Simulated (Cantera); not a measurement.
An isothermal, constant-pressure homogeneous reactor starts with 0.754 % H2, 99.2 % O2, equivalence ratio 0.0038, at 1350 K and 20.0 Torr.

Model: GRI-Mech 3.0 (53 species, 325 reactions), integrated in Cantera. Radical loss at walls, strong at low pressure, is not modelled.

x: mole fraction; the columns are a selection and need not sum to one.

```
t (s)        x H2   x O2     x H2O         x O      x OH    x H2O2
--------  -------  -----  --------  ----------  --------  --------
2.00e-5   0.00754  0.992  7.65e-11  (withheld)   1.77e-9    <1e-12
6.29e-5   0.00754  0.992   1.38e-9  (withheld)   9.09e-9  1.31e-12
0.000198  0.00754  0.992   2.04e-8  (withheld)   4.31e-8  1.25e-11
0.000623  0.00754  0.992   4.67e-7  (withheld)   4.36e-7  1.09e-10
0.00196   0.00727  0.992  0.000192  (withheld)  0.000142   1.47e-9
0.00617   2.50e-5  0.985   0.00698  (withheld)  0.000902   1.82e-8
0.0194    2.05e-5  0.986   0.00703  (withheld)  0.000844   1.72e-8
0.0612    1.52e-5  0.988   0.00713  (withheld)  0.000727   1.57e-8
0.192     7.27e-6  0.990   0.00729  (withheld)  0.000504   1.19e-8
0.606     1.88e-6  0.992   0.00744  (withheld)  0.000257   6.00e-9
1.91      3.20e-7  0.992   0.00752  (withheld)  0.000106   1.82e-9
6.00      5.28e-8  0.992   0.00755  (withheld)   4.33e-5  4.19e-10
```

Problem. Some entries are withheld; supply them.

Solution. 
- 2.00e-5, x O: 1.80e-9
- 6.29e-5, x O: 9.52e-9
- 0.000198, x O: 4.86e-8
- 0.000623, x O: 5.32e-7
- 0.00196, x O: 0.000179
- 0.00617, x O: 0.00652
- 0.0194, x O: 0.00585
- 0.0612, x O: 0.00428
- 0.192, x O: 0.00201
- 0.606, x O: 0.000513
- 1.91, x O: 8.64e-5
- 6.00, x O: 1.43e-5
